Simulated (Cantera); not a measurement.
Gas mixture: C2H6 : N2 : NH3 = 0.85 : 0.44 : 0.8 (molar parts), at 0.133 bar, frozen composition.

Cantera's kinetic-theory transport with the Lennard-Jones parameters of GRI-Mech 3.0, ideal gas; thermal conductivity in the mixture-averaged form. Polar gases are described roughly by these parameters.

D: mixture-averaged diffusion coefficient of that species in the mixture.

```csv
T (K),ρ (kg/m³),cp (J/kg/K),μ (µPa s),λ (mW/m/K),Pr,D (cm²/s) H,D (cm²/s) NH3,D (cm²/s) CO2
400,0.0988,1926,14.7,38.0,0.742,13.2,2.20,1.75
500,0.0790,___,___,___,0.757,___,___,___
600,0.0659,2436,20.8,65.9,0.771,27.4,4.74,3.71
700,0.0565,2656,23.6,80.4,0.781,35.9,6.30,4.90
800,0.0494,2846,___,___,0.787,___,___,___
900,0.0439,3015,28.8,110,0.792,55.5,9.90,7.65
```

Q: Fill in the missing entries.

A: 
- 500, cp (J/kg/K): 2188
- 500, μ (µPa s): 17.9
- 500, λ (mW/m/K): 51.6
- 500, D (cm²/s) H: 19.8
- 500, D (cm²/s) NH3: 3.37
- 500, D (cm²/s) CO2: 2.66
- 800, μ (µPa s): 26.3
- 800, λ (mW/m/K): 95.1
- 800, D (cm²/s) H: 45.3
- 800, D (cm²/s) NH3: 8.02
- 800, D (cm²/s) CO2: 6.22
